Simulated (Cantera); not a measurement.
A closed system holds: 1 mol SiCl4, 0.91 mol O3, held at 0.133 bar.

Cantera equilibrium calculation (NASA polynomials, part measured and part estimated; ideal gas, pure solids and liquids). Candidate condensed phases: Si, SiO2; 15 gas species. Rates play no part.

### Question
Which condensed phases are stable at each of these points (T (°C)): 327, 377, 427, 477, 527, 577, 627, 677?

### Answer
| T (°C) | condensed phases | Si condensed (%) |
|---|---|---|
| 327 | SiO2(α-quartz) | 100.0 |
| 377 | SiO2(α-quartz) | 100.0 |
| 427 | SiO2(α-quartz) | 100.0 |
| 477 | SiO2(α-quartz) | 100.0 |
| 527 | SiO2(α-quartz) | 100.0 |
| 577 | SiO2(β-quartz) | 100.0 |
| 627 | SiO2(β-quartz) | 100.0 |
| 677 | SiO2(β-quartz) | 100.0 |

From 327 °C to 527 °C the condensed part is SiO2(α-quartz). From 577 °C to 677 °C the condensed part is SiO2(β-quartz).
